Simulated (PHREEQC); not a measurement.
Solution (25 °C): 0.82 mol Na2SO4 and 2.3 mol MgSO4 per kg of water. Closed to the air; pH follows from the charge balance.

All values are PHREEQC results (Pitzer model, pitzer.dat), not measurements.

This is a speciation only: nothing precipitates in the calculation.

Question: Predict the activity of water, density.

Answer: activity of water 0.895; density 1.304 g/cm³.
